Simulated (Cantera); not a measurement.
Feed: 1 mol Si3N4, 2.8 mol O2, 950 mol H2, held at 1998.15 K and 5.90 bar.

Cantera equilibrium calculation (NASA polynomials, part measured and part estimated; ideal gas, pure solids and liquids). Candidate condensed phases: H2O, Si, SiO2, Si2N2O, Si3N4; 35 gas species. Rates play no part.

Base state: H2 0.991, SiO 0.00314, H2O 0.00272, N2 0.00209, H 0.000658 (mole fractions); condensed: gas only.

### Question
What changes in the equilibrium state with this change: Si3N4 replaced by SiC?

### Answer
```csv
species,before,after
H2,0.991,0.993
H2O,0.00272,0.00378
SiO,0.00314,0.00105
N2,0.00209,0
CO,0,0.00105
H,0.000658,0.000659
```
Further candidate phases: C, C6H6, C7H8, C8H18, SiC.

### Question
What changes in the equilibrium state with this change: temperature from 1998.15 K to 1148.15 K?

### Answer
| species | before | after |
|---|---|---|
| H2 | 0.991 | 0.998 |
| N2 | 0.00209 | 0.00191 |
| H2O | 0.00272 | 6.38e-5 |
| SiO | 0.00314 | <1e-9 |
| H | 0.000658 | 2.96e-8 |
| NH3 | 5.37e-6 | 6.32e-5 |
| SiO2(β-quartz), mol | 0 | 2.69 |
| Si2N2O(s), mol | 0 | 0.154 |
Mutual solubility and eutectic melting of coexisting phases are not modelled. The tables hold silica as quartz up to 1696 K and as liquid above; real silica turns to tridymite and cristobalite and melts near 1996 K.

### Question
What changes in the equilibrium state with this change: pressure from 5.90 bar to 1 atm?

### Answer
```json
[
 {"species": "H2", "before": "0.991", "after": "0.990"},
 {"species": "SiO", "before": "0.00314", "after": "0.00314"},
 {"species": "H2O", "before": "0.00272", "after": "0.00272"},
 {"species": "H", "before": "0.000658", "after": "0.00159"},
 {"species": "N2", "before": "0.00209", "after": "0.00209"}
]
```
